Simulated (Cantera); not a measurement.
Input: 1 mol Al, 5.6 mol HBr, at 0.470 bar.

Equilibrium computed with Cantera from the NASA thermochemical tables; the gas is ideal and each condensed phase is pure. Candidate condensed phases: Al, AlBr₃, Br₂; 11 gas species. The numbers say what is thermodynamically allowed, not how fast it happens. All values below are at 550 °C.

Base state: HBr 0.515, H₂ 0.297, AlBr₃ 0.179, Al₂Br₆ 0.00938 (mole fractions); condensed: gas only.

Task: What changes in the equilibrium state with this change: HBr from 5.6 to 11 mol?

Result: 
```
species   before    after
-------  -------  -------
HBr        0.515    0.764
H₂         0.297    0.143
AlBr₃      0.179   0.0907
Al₂Br₆   0.00938  0.00240
```
